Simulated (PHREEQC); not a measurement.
Consider water at 75 °C with 46 mmol/kgw Pb(NO3)2, 4.1 mmol/kgw NaNO3 and 38 mmol/kgw Na2SO4. Closed to the air; pH follows from the charge balance.

All values are PHREEQC results (ion-association model, phreeqc.dat), not measurements.

This is a speciation only: nothing precipitates in the calculation.

Question: What pH, ionic strength does the model give?

Answer: pH 4.95; ionic strength 0.168 mol/kgw.

Question: In which forms is S present?

Answer: SO4-2 45 %, PbSO4 41 %, Pb(SO4)2-2 7.5 %, NaSO4- 6.4 % of the S.

Examples of supersaturated solids here: Anglesite, Pb(OH)2. Others may be too. Constants without temperature data keep their 25 °C values here.
